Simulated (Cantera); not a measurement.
Mixture: CO : H₂ : O₂ : N₂ = 1 : 0.052 : 0.877 : 3.3 (molar parts), equivalence ratio 0.60, at 24.7 atm, adiabatic and at constant volume. Ignition delay is the time to a rise of 400 K.

Cantera simulation using GRI-Mech 3.0 (53 species, 325 reactions); the numbers are that mechanism's predictions, not measurements. The hydrogen kinetics of GRI-Mech 3.0 are dated; newer H2 mechanisms differ, most at raised pressure. The pressure lies above the range GRI-Mech 3.0 was tuned for (to about 10 atm).

**Question.** What does this change do: constant pressure in place of constant volume?

**Answer.** 
```csv
quantity,before,after
delay at 1050 K,1.48 ms,1.74 ms
delay at 1150 K,0.229 ms,0.271 ms
delay at 1250 K,49.0 µs,59.1 µs
delay at 1350 K,14.5 µs,17.9 µs
delay at 1450 K,6.37 µs,7.96 µs
apparent activation energy between 1400 and 1500 K,110 kJ/mol,110 kJ/mol
```

**Question.** What does this change do: H2 0.052 to 0.022 parts?

**Answer.** 
```csv
quantity,before,after
delay at 1050 K,1.48 ms,1.98 ms
delay at 1150 K,0.229 ms,0.318 ms
delay at 1250 K,49.0 µs,74.7 µs
delay at 1350 K,14.5 µs,24.7 µs
delay at 1450 K,6.37 µs,11.4 µs
apparent activation energy between 1400 and 1500 K,110 kJ/mol,110 kJ/mol
```

**Question.** What does this change do: N2 3.3 to 2.2 parts?

**Answer.** 
| quantity | before | after |
|---|---|---|
| delay at 1050 K | 1.48 ms | 1.07 ms |
| delay at 1150 K | 0.229 ms | 0.164 ms |
| delay at 1250 K | 49.0 µs | 34.6 µs |
| delay at 1350 K | 14.5 µs | 10.1 µs |
| delay at 1450 K | 6.37 µs | 4.40 µs |
| apparent activation energy between 1400 and 1500 K | 110 kJ/mol | 110 kJ/mol |
